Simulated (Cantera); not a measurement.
Thermodynamics of silicon epitaxy and polysilicon growth, feed SiH₂Cl₂ + HCl + H₂

A closed system holds: 1 mol SiH₂Cl₂, 0.027 mol HCl, 9.3 mol H₂, at 1.90 mbar.

These are equilibrium values from Cantera (NASA tables, ideal gas, pure condensed phases), not measurements of a reactor. Candidate condensed phases: Si; 19 gas species. The tables' values for SiCl₃, SiCl are old estimates; treat these amounts as uncertain. Kinetics and transport are ignored.

```csv
T (K),x H₂,x HCl,x SiCl₄,x SiCl₂,x SiHCl₃,x SiCl₃,n Si(s)
800,0.947,0.00534,0.0405,3.08e-5,0.00650,0.000106,0.489
875,0.942,0.0131,0.0385,0.000233,0.00604,0.000394,0.510
950,0.931,0.0273,0.0342,0.00123,0.00534,0.00112,0.543
1025,0.913,0.0489,0.0266,0.00467,0.00426,0.00244,0.583
1100,0.891,0.0744,0.0158,0.0126,0.00279,0.00379,0.611
1175,0.871,0.0944,0.00605,0.0233,0.00132,0.00380,0.613
1250,0.862,0.103,0.00155,0.0308,0.000464,0.00258,0.601
1325,0.860,0.104,0.000359,0.0344,0.000152,0.00151,0.588
1400,0.859,0.103,8.97e-5,0.0364,5.30e-5,0.000878,0.576
1475,0.860,0.102,2.52e-5,0.0378,2.02e-5,0.000530,0.565
```
x: gas mole fraction; n: condensed amount in mol.

From 800 K to 1475 K the condensed part is Si(s). The main Si-bearing gas is SiCl₄ at 800 K and SiCl₂ at 1475 K. The share of Si in condensed phases is highest at 1175 K (61.3 %) and lowest at 800 K (48.9 %).
